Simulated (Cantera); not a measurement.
Charge: 1 mol FeS₂, 0.75 mol O₂, 0.75 mol H₂O, held at 0.100 bar.

These are equilibrium values from Cantera (NASA tables, ideal gas, pure condensed phases), not measurements of a reactor. Candidate condensed phases: Fe, FeO, Fe(OH)₂, Fe(OH)₃, FeS, FeSO₄, FeS₂, Fe₂O₃, Fe₂(SO₄)₃, Fe₃O₄, H₂O, H₂SO₄, S; 22 gas species. Metal and sulfide melt together well below either melting point, which pure phases cannot show. Mutual solubility and eutectic melting of coexisting phases are not modelled. The tables' stoichiometric FeO is somewhat more stable than real wüstite, so its field is too wide. FeO, FeS: taken at fixed stoichiometry. Gases not in the tables: S₃ to S₇. Kinetics and transport are ignored.

log p: log10 of the partial pressure in bar; n: condensed amount in mol.

```tsv
T (K)	log p SO₂	log p H₂O	log p S₂	log p H₂	log p H₂S	log p SO	n FeS(s)	n FeO(s)	n FeS(l)
1048	-1.33	-1.35	-2.21	-3.60	-2.79	-5.10	1.00	0	0
1123	-1.33	-1.35	-2.20	-3.37	-2.86	-4.70	1.00	0	0
1198	-1.33	-1.35	-2.19	-3.18	-2.92	-4.34	1.00	0	0
1273	-1.33	-1.36	-2.19	-3.00	-2.98	-4.03	1.000	0	0
1348	-1.34	-1.36	-2.10	-2.83	-2.96	-3.74	0.963	(withheld)	0
1423	-1.37	-1.38	-1.94	-2.65	-2.89	-3.46	0.871	(withheld)	0
1498	-1.40	-1.40	-1.84	-2.50	-2.85	-3.23	0	(withheld)	0.784
1573	-1.42	-1.42	-1.77	-2.37	-2.85	-3.02	0	(withheld)	0.718
1648	-1.45	-1.44	-1.72	-2.26	-2.85	-2.84	0	(withheld)	0.649
```

Question: Complete the blanks.

Answer: 
- 1348, n FeO(s): 0.0369
- 1423, n FeO(s): 0.129
- 1498, n FeO(s): 0.216
- 1573, n FeO(s): 0.282
- 1648, n FeO(s): 0.351
